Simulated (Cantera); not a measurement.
A freely propagating, adiabatic, planar premixed flame of H₂ : O₂ : N₂ = 1.3 : 0.357 : 1.34 (molar parts), equivalence ratio 1.8, unburnt at 400 K and 683 Torr; mixture-averaged transport, grid criteria slope 0.08 and curve 0.16, no radiation.

Cantera simulation using the H2/O2 subset of GRI-Mech 3.0, which has no nitrogen chemistry; the numbers are that mechanism's predictions, not measurements. Burning velocities carry a grid error of a few per cent, more on coarse grids.

Predict: laminar burning velocity; thermal thickness; peak x(H); peak x(OH); peak x(H₂O₂).


```json
{
 "laminar_burning_velocity": "473 cm/s",
 "thermal_thickness": "0.426 mm",
 "peak x(H)": "0.0826",
 "peak x(OH)": "0.00523",
 "peak x(H₂O₂)": "5.70e-5"
}
```
